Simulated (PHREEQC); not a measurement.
Consider water at 25 °C with 0.0098 mol/kgw HF and 3.1e-05 mol/kgw NH4F. Closed to the air; pH follows from the charge balance.

Model: ion-association model, wateq4f.dat, run in PHREEQC.

This is a speciation only: nothing precipitates in the calculation.

**Question.** Order these F species by the share of F that they hold, largest first: HF, HF2-, H2F2, F-.

**Answer.** HF (73 %), F- (23 %), H2F2 (2.7 %), HF2- (1.3 %)

The pH is 2.66 and the ionic strength 0.00235 mol/kgw.
